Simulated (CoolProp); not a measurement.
Vapour-liquid equilibrium of carbon dioxide (1) + propylene (2) at 252.1 K; x and y are mole fractions of (1).

Computed with CoolProp (multi-fluid Helmholtz-energy mixture model, Span 1996 and Lemmon 2013; pair parameters Bell 2016).

**Question.** Give the bubble pressure and the first vapour's composition at x = 0.35, 0.65, 0.85. Is there an azeotrope?

**Answer.** x = 0.35: 1.089 MPa, y = 0.775; x = 0.65: 1.494 MPa, y = 0.879; x = 0.85: 1.724 MPa, y = 0.939. No azeotrope shows between x = 0.05 and 0.95.

Pair parameters are fitted to limited data, so mixtures are less certain than the pure fluids.
